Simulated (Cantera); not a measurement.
Input (Python, Cantera):

```python
import numpy as np
import cantera as ct

gas = ct.Solution("gri30.yaml")
gas.TPX = 1050, 740000, {'CO': 0.0081, 'O2': 0.0059, 'H2O': 0.005, 'N2': 1}
inlet = ct.Reservoir(gas, clone=True)

reactor = ct.IdealGasConstPressureReactor(gas, energy="off", clone=False)
exhaust = ct.Reservoir(gas, clone=True)
tau = [7.6, 3.2, 1.3, 0.56, 0.24, 0.099, 0.042, 0.018, 0.0074, 0.0031, 0.0013][0]
for a, b in ((inlet, reactor), (reactor, exhaust)):
    ct.MassFlowController(a, b, mdot=lambda t: reactor.mass / tau)
net = ct.ReactorNet([reactor])
show = ['CO', 'O2', 'H2O', 'CO2', 'NO2', 'H2O2', 'H2']

rows = []
print(f"{'tau/s':>10s}{'T/K':>9s}" + "".join(f"{s:>11s}" for s in show))
for tau in [7.6, 3.2, 1.3, 0.56, 0.24, 0.099, 0.042, 0.018, 0.0074, 0.0031, 0.0013]:
    net.initial_time = 0.0
    net.advance(30 * tau)
    before = gas.X
    net.advance(40 * tau)
    drift = np.max(np.abs(gas.X - before) / (gas.X + 1e-9))
    rows.append([gas.T, *gas[show].X, drift])
    print(f"{tau:10.3e}{gas.T:9.1f}" + "".join(f"{x:11.3e}" for x in gas[show].X))
```

Result:

```
     tau/s      T/K         CO         O2        H2O        CO2        NO2       H2O2         H2
 7.600e+00   1050.0  1.396e-03  2.522e-03  4.916e-03  6.579e-03  9.193e-09  6.502e-08  6.857e-06
 3.200e+00   1050.0  2.419e-03  3.034e-03  4.910e-03  5.552e-03  4.713e-09  1.089e-07  1.012e-05
 1.300e+00   1050.0  3.895e-03  3.772e-03  4.903e-03  4.070e-03  1.772e-09  1.642e-07  1.275e-05
 5.600e-01   1050.0  5.381e-03  4.513e-03  4.899e-03  2.578e-03  5.520e-10  2.095e-07  1.302e-05
 2.400e-01   1050.0  6.586e-03  5.114e-03  4.898e-03  1.368e-03  1.376e-10  2.319e-07  1.056e-05
 9.900e-02   1050.0  7.348e-03  5.492e-03  4.901e-03  6.036e-04  2.736e-11  2.251e-07  6.382e-06
 4.200e-02   1050.0  7.708e-03  5.670e-03  4.903e-03  2.417e-04  5.173e-12  1.912e-07  2.936e-06
 1.800e-02   1050.0  7.867e-03  5.748e-03  4.905e-03  8.249e-05  8.171e-13  1.249e-07  9.614e-07
 7.400e-03   1050.0  7.935e-03  5.783e-03  4.906e-03  1.401e-05  3.048e-14  2.441e-08  1.110e-07
 3.100e-03   1050.0  7.949e-03  5.790e-03  4.907e-03  8.265e-08  8.421e-20  5.673e-12  3.772e-10
 1.300e-03   1050.0  7.949e-03  5.790e-03  4.907e-03  9.579e-09  7.931e-22  3.874e-13  3.934e-11
```

Model: GRI-Mech 3.0 (53 species, 325 reactions), integrated in Cantera.
